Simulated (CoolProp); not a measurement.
500 sccm (0 °C, 1 atm) of nitrogen bubbles through liquid n-hexane at 320.5 K and leaves saturated at a total pressure of 0.15 MPa (ideal gas phase). Each further row changes one setting.

Model: reference Helmholtz-energy equation of state, Thol 2019, in CoolProp.

```
case                      vapour pressure (kPa)  mole fraction of vapour  delivery (mg/min)  delivery (sccm)  change of delivery for a bath 1 K warmer (%)
------------------------  ---------------------  -----------------------  -----------------  ---------------  --------------------------------------------
as stated                                  49.1                    0.327                936              243                                           5.6
bath temperature 325.5 K                   58.8                    0.392               1240              322                                           6.0
total pressure 0.3 MPa                     49.1                    0.164                376             97.9                                           4.5
```
